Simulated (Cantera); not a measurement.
Input (Python, Cantera) and output of one run.

```python
import numpy as np
import cantera as ct

gas_names = """
    N N2 Si SiN Si2 Si2N Si3
""".split()
cond_names = """
    Si(cr) Si(L) Si3N4(a)
""".split()


# ... load() reads the species with a 1 bar reference pressure and builds the phases ...
atoms = {
    'Si3N4': {'Si': 3, 'N': 4},
    'N2': {'N': 2},
}
top_T = {'Si3N4(a)': 2400}  # K; cautious upper limits of use, not melting points


# ... equilibrate(T, P, feed) seeds the gas with the atoms and calls Mixture.equilibrate('TP', solver="vcs", rtol=1e-11, max_steps=5000) ...
results = []
feed = {'Si3N4': 1, 'N2': 0.24}  # mol
T = 2700  # K
P = 1000  # Pa
mix = equilibrate(T, P, feed)
results.append((T, P, feed, dict(zip(mix.species_names, mix.species_moles))))
x = sorted(zip(gas.X, gas.species_names), reverse=True)
print(f"T = {T:g} K  P = {P:g} Pa  gas = {mix.phase_moles(0):.4g} mol")
print("   x: " + "  ".join(f"{s} {v:.3e}" for v, s in x if v > 0.0001))
print("   condensed (mol): " + ("  ".join(f"{mix.phase(i).name} {mix.phase_moles(i):.4g}"
      for i in range(1, mix.n_phases) if mix.phase_moles(i) > 1e-12) or "none"))
```

It prints:

```
T = 2700 K  P = 1000 Pa  gas = 5.195 mol
   x: Si 5.610e-01  N2 4.295e-01  Si2 5.817e-03  SiN 2.803e-03  Si2N 6.485e-04  Si3 2.772e-04
   condensed (mol): none
```

Cantera equilibrium calculation (NASA polynomials, part measured and part estimated; ideal gas, pure solids and liquids). The tables' values for SiN are old estimates; treat these amounts as uncertain.
